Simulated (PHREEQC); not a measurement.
Dissolve 0.0019 mol/kgw HF, 0.026 mol/kgw (NH4)2SiF6 and 7.6e-05 mol/kgw HCl at 25 °C. Closed to the air; pH follows from the charge balance.

The numbers come from PHREEQC with the ion-association model, phreeqc.dat.

This is a speciation only: nothing precipitates in the calculation.

Q: Estimate the pH, ionic strength.

A: pH 2.98; ionic strength 0.0788 mol/kgw.

Q: In which forms is F present?

A: SiF6-2 97 %, HF 1.5 %, F- 1.3 % of the F.

Examples of supersaturated solids here: Quartz (slow to form), Chalcedony (slow to form). Others may be too. Complexes and solids missing from the database can't appear. SiF6-2 is the database's only silicon fluoride.
